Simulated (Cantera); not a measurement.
Equilibrium for sublimation and decomposition of ceramics: MgO + N2 + H2O

Feed: 1 mol MgO, 6.3 mol N2, 0.0055 mol H2O, at 0.320 bar.

These are equilibrium values from Cantera (NASA tables, ideal gas, pure condensed phases), not measurements of a reactor. Candidate condensed phases: H2O, Mg, MgO, Mg(OH)2; 31 gas species. Kinetics and transport are ignored.

```json
[
 {"T (K)": "2573", "log p N2": "-0.50", "log p Mg": "-2.57", "log p O2": "-3.18", "log p O": "-3.28", "log p NO": "-3.03", "log p MgO": "-3.90", "log p H": "-3.74", "n MgO(s)": "0.943"},
 {"T (K)": "2623", "log p N2": "-0.51", "log p Mg": "-2.39", "log p O2": "-2.98", "log p O": "-3.08", "log p NO": "-2.90", "log p MgO": "-3.65", "log p H": "-3.70", "n MgO(s)": "0.913"},
 {"T (K)": "2673", "log p N2": "-0.51", "log p Mg": "-2.21", "log p O2": "-2.80", "log p O": "-2.89", "log p NO": "-2.78", "log p MgO": "-3.41", "log p H": "-3.67", "n MgO(s)": "0.867"},
 {"T (K)": "2723", "log p N2": "-0.52", "log p Mg": "-2.05", "log p O2": "-2.62", "log p O": "-2.71", "log p NO": "-2.66", "log p MgO": "-3.18", "log p H": "-3.65", "n MgO(s)": "0.800"},
 {"T (K)": "2773", "log p N2": "-0.53", "log p Mg": "-1.89", "log p O2": "-2.44", "log p O": "-2.53", "log p NO": "-2.55", "log p MgO": "-2.95", "log p H": "-3.65", "n MgO(s)": "0.701"},
 {"T (K)": "2823", "log p N2": "-0.54", "log p Mg": "-1.73", "log p O2": "-2.28", "log p O": "-2.36", "log p NO": "-2.44", "log p MgO": "-2.74", "log p H": "-3.65", "n MgO(s)": "0.554"},
 {"T (K)": "2873", "log p N2": "-0.57", "log p Mg": "-1.58", "log p O2": "-2.12", "log p O": "-2.20", "log p NO": "-2.34", "log p MgO": "-2.53", "log p H": "-3.67", "n MgO(s)": "0.332"}
]
```
log p: log10 of the partial pressure in bar; n: condensed amount in mol.

From 2573 K to 2873 K the condensed part is MgO(s). The main Mg-bearing gas is Mg throughout. The share of Mg in condensed phases is highest at 2573 K (94.3 %) and lowest at 2873 K (33.2 %).
